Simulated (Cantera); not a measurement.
A Cantera script and its output.

```python
import numpy as np
import cantera as ct

gas = ct.Solution("gri30.yaml")
gas.TPX = 1798, 55000, {'H2': 1, 'O2': 0.294, 'N2': 1.11, 'H2O': 0.16}
reactor = ct.IdealGasConstPressureReactor(gas, energy="on", clone=False)
net = ct.ReactorNet([reactor])
net.rtol, net.atol = 1e-08, 1e-16
show = ['H2', 'O2', 'H2O', 'O', 'NO2', 'HO2', 'NO']
times = np.geomspace(1e-06, 0.8, 15)

steps = ct.SolutionArray(gas, extra=["t"])
rows = []
print(f"{'t/s':>10s}{'T/K':>9s}{'P/Pa':>11s}" + "".join(f"{s:>11s}" for s in show))
for t in times:
    while net.time < t:
        t_next = net.step()
        steps.append(gas.state, t=t_next)
    rows.append([np.interp(t, steps.t, y) for y in (steps.T, steps.P, *steps(*show).X.T)])
    print(f"{t:10.3e}{rows[-1][0]:9.1f}{rows[-1][1]:11.4g}" + "".join(f"{x:11.3e}" for x in rows[-1][2:]))
rate = np.gradient(steps.T, steps.t)
print("integrator steps:", len(steps.t))
if steps.T.max() > steps.T[0] + 200:
    print(f"time of steepest temperature rise: {steps.t[rate.argmax()]:.4e} s")
gas.TPX = 1798, 55000, {'H2': 1, 'O2': 0.294, 'N2': 1.11, 'H2O': 0.16}
gas.equilibrate("HP")
print(f"equilibrium (HP): T = {gas.T:.1f} K  " + "  ".join(f"{s} {gas[s].X[0]:.3e}" for s in show))
```

Result:

```
       t/s      T/K       P/Pa         H2         O2        H2O          O        NO2        HO2         NO
 1.000e-06   1798.0    5.5e+04  3.900e-01  1.147e-01  6.240e-02  3.645e-07  1.210e-19  3.016e-06  2.018e-14
 2.640e-06   1798.0    5.5e+04  3.900e-01  1.146e-01  6.243e-02  2.992e-06  1.342e-17  7.451e-06  3.935e-13
 6.971e-06   1799.4    5.5e+04  3.861e-01  1.131e-01  6.496e-02  2.100e-04  6.046e-15  1.891e-05  7.348e-11
 1.841e-05   1973.2    5.5e+04  1.416e-01  1.136e-02  2.336e-01  1.585e-02  6.828e-11  3.749e-06  3.525e-06
 4.860e-05   2204.8    5.5e+04  1.521e-01  8.839e-03  2.435e-01  1.305e-02  3.842e-10  2.546e-06  1.987e-05
 1.283e-04   2490.5    5.5e+04  1.622e-01  5.861e-03  2.594e-01  8.881e-03  1.992e-09  1.819e-06  7.211e-05
 3.388e-04   2742.5    5.5e+04  1.690e-01  3.401e-03  2.766e-01  5.143e-03  1.553e-08  1.696e-06  3.258e-04
 8.944e-04   2814.4    5.5e+04  1.713e-01  2.679e-03  2.820e-01  4.059e-03  6.333e-08  1.623e-06  1.144e-03
 2.362e-03   2812.3    5.5e+04  1.723e-01  2.563e-03  2.815e-01  3.913e-03  1.368e-07  1.561e-06  2.510e-03
 6.235e-03   2810.8    5.5e+04  1.728e-01  2.515e-03  2.812e-01  3.854e-03  1.695e-07  1.534e-06  3.134e-03
 1.646e-02   2810.8    5.5e+04  1.728e-01  2.514e-03  2.812e-01  3.852e-03  1.705e-07  1.533e-06  3.155e-03
 4.347e-02   2810.8    5.5e+04  1.728e-01  2.514e-03  2.812e-01  3.852e-03  1.705e-07  1.533e-06  3.155e-03
 1.148e-01   2810.8    5.5e+04  1.728e-01  2.514e-03  2.812e-01  3.852e-03  1.705e-07  1.533e-06  3.155e-03
 3.030e-01   2810.8    5.5e+04  1.728e-01  2.514e-03  2.812e-01  3.852e-03  1.705e-07  1.533e-06  3.155e-03
 8.000e-01   2810.8    5.5e+04  1.728e-01  2.514e-03  2.812e-01  3.852e-03  1.705e-07  1.533e-06  3.155e-03
integrator steps: 1106
time of steepest temperature rise: 1.1528e-05 s
equilibrium (HP): T = 2810.8 K  H2 1.728e-01  O2 2.514e-03  H2O 2.812e-01  O 3.852e-03  NO2 1.705e-07  HO2 1.533e-06  NO 3.155e-03
```

Detailed kinetics in Cantera: GRI-Mech 3.0 (53 species, 325 reactions).
